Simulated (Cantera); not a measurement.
## BN + HCl + N2 + O2 (nitride etching)

Input: 1 mol BN, 75 mol HCl, 1.9 mol N2, 7.1 mol O2, at 13.3 mbar.

Method: chemical equilibrium by Gibbs-energy minimisation in Cantera with the NASA 1993 tables (ideal gas, pure condensed phases). Candidate condensed phases: B, BN, B2O3, B3O3H3, H2O, NH4Cl; 49 gas species. The tables' values for BOCl are old estimates; treat these amounts as uncertain. Gases not in the tables: H3BO3. Rates play no part.

| T (K) | x HCl | x O2 | x H2O | x Cl2 | x Cl | x N2 | x HBO2 | n B2O3(l) |
|---|---|---|---|---|---|---|---|---|
| 1125 | 0.812 | 0.0513 | 0.0523 | 0.0506 | 0.00400 | 0.0293 | 0.000525 | 0.476 |
| 1150 | 0.815 | 0.0525 | 0.0496 | 0.0474 | 0.00517 | 0.0293 | 0.000761 | 0.467 |
| 1175 | 0.818 | 0.0535 | 0.0471 | 0.0444 | 0.00661 | 0.0292 | 0.00109 | 0.453 |
| 1200 | 0.820 | 0.0543 | 0.0449 | 0.0416 | 0.00834 | 0.0292 | 0.00153 | 0.435 |
| 1225 | 0.822 | 0.0550 | 0.0430 | 0.0388 | 0.0104 | 0.0291 | 0.00212 | 0.411 |
| 1250 | 0.822 | 0.0555 | 0.0412 | 0.0362 | 0.0129 | 0.0290 | 0.00289 | 0.379 |
| 1275 | 0.822 | 0.0558 | 0.0397 | 0.0338 | 0.0157 | 0.0290 | 0.00391 | 0.336 |
| 1300 | 0.821 | 0.0560 | 0.0383 | 0.0314 | 0.0190 | 0.0289 | 0.00522 | 0.280 |
| 1325 | 0.819 | 0.0559 | 0.0370 | 0.0291 | 0.0228 | 0.0288 | 0.00689 | 0.208 |
| 1350 | 0.816 | 0.0557 | 0.0359 | 0.0269 | 0.0271 | 0.0287 | 0.00900 | 0.116 |
| 1375 | 0.813 | 0.0553 | 0.0349 | 0.0248 | 0.0318 | 0.0286 | 0.0116 | 0 |
| 1400 | 0.810 | 0.0551 | 0.0350 | 0.0223 | 0.0368 | 0.0285 | 0.0115 | 0 |
| 1425 | 0.807 | 0.0547 | 0.0354 | 0.0200 | 0.0421 | 0.0284 | 0.0115 | 0 |
| 1450 | 0.804 | 0.0542 | 0.0360 | 0.0178 | 0.0477 | 0.0284 | 0.0114 | 0 |
x: gas mole fraction; n: condensed amount in mol.

From 1125 K to 1350 K the condensed part is B2O3(l). From 1375 K to 1450 K nothing is condensed.
